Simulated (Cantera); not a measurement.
Standard-state values (1 bar) from the NASA 1993 polynomials, evaluated with Cantera. Values are per mole of reaction as written; species without (g) are pure solids or liquids, kept so even where they would boil at 1 bar.

4 N(g) + B₂O₂(g) → 2 BN + 2 NO(g)

```tsv
T (K)	ΔH° (kJ)	ΔS° (J/K)	ΔG° (kJ)	log10 K
300	-1754.0	-405.0	-1632.5	284.25
2400	___	___	___	___
2450	-1763.4	-430.9	-707.6	15.09
2500	___	___	___	___
2550	-1762.9	-430.7	-664.5	13.61
2600	-1762.6	-430.6	-643.0	12.92
2650	-1762.4	-430.5	-621.5	12.25
2700	___	___	___	___
```

Some entries are withheld; supply them.


- 2400, ΔH° (kJ): -1763.6
- 2400, ΔS° (J/K): -431.0
- 2400, ΔG° (kJ): -729.2
- 2400, log10 K: 15.87
- 2500, ΔH° (kJ): -1763.1
- 2500, ΔS° (J/K): -430.8
- 2500, ΔG° (kJ): -686.1
- 2500, log10 K: 14.33
- 2700, ΔH° (kJ): -1762.2
- 2700, ΔS° (J/K): -430.5
- 2700, ΔG° (kJ): -600.0
- 2700, log10 K: 11.61
